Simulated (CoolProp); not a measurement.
Dodecamethylpentasiloxane (MD3M) along the isobar 1.01 bar: fugacity coefficient from the reference equation and from simpler models built on Tc = 628.0 K, pc = 9.540 bar, ω = 0.730; each cubic takes its own stable root.

Values from CoolProp's reference Helmholtz-energy equation of state, Thol 2019.

```
T (K)   phase  reference
-----  ------  ---------
332.8  liquid   0.001058
347.8  liquid   0.002821
362.8  liquid   0.006755
377.8  liquid    0.01474
392.8  liquid    0.02966
407.8  liquid    0.05559
422.8  liquid    0.09788
437.8  liquid     0.1631
452.8  liquid     0.2588
467.8  liquid     0.3931
```

Q: How far does each simpler model (Redlich-Kwong, Soave-Redlich-Kwong, Peng-Robinson) lie from the reference over these 10 states: mean and median of the absolute difference, and the worst?

A: 
- Redlich-Kwong: mean 1275.5 %, median 751.0 %, worst +4304.5 % at 332.8 K and 1.01 bar
- Soave-Redlich-Kwong: mean 3.7 %, median 1.9 %, worst +11.4 % at 332.8 K and 1.01 bar
- Peng-Robinson: mean 14.4 %, median 10.7 %, worst +37.1 % at 332.8 K and 1.01 bar

At some of these states Redlich-Kwong gives the other phase, because its saturation line lies elsewhere.
